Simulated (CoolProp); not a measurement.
Vapour-liquid equilibrium of benzene (1) + toluene (2) at 423.9 K; x and y are mole fractions of (1).

Model: multi-fluid Helmholtz-energy mixture model, Thol 2012 and Lemmon 2006; pair parameters Bell 2016, in CoolProp.

Q: Give the bubble pressure and the first vapour's composition at x = 0.05, 0.15, 0.25. Is there an azeotrope?

A: x = 0.05: 294.8 kPa, y = 0.093; x = 0.15: 324.5 kPa, y = 0.256; x = 0.25: 354.6 kPa, y = 0.394. No azeotrope shows between x = 0.05 and 0.95.

Pair parameters are fitted to limited data, so mixtures are less certain than the pure fluids.
